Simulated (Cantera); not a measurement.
An isothermal, constant-pressure homogeneous reactor starts with CH2O : O2 : N2 = 0.0031 : 0.0041 : 1 (molar parts), equivalence ratio 0.76, at 1525 K and 825 Torr.

Detailed kinetics in Cantera: GRI-Mech 3.0 (53 species, 325 reactions).

Question: Predict: x(O2) at 100 s; x(OH) at 100 s; x(CO) at 100 s; x(NO) at 100 s.

Answer: 
| Quantity | Result |
|---|---|
| x(O2) at 100 s | 0.000990 (gas-phase equilibrium 0.000940) |
| x(OH) at 100 s | 4.36e-6 (gas-phase equilibrium 4.31e-6) |
| x(CO) at 100 s | 6.64e-7 (gas-phase equilibrium 6.81e-7) |
| x(NO) at 100 s | 5.15e-6 (gas-phase equilibrium 0.000104) |
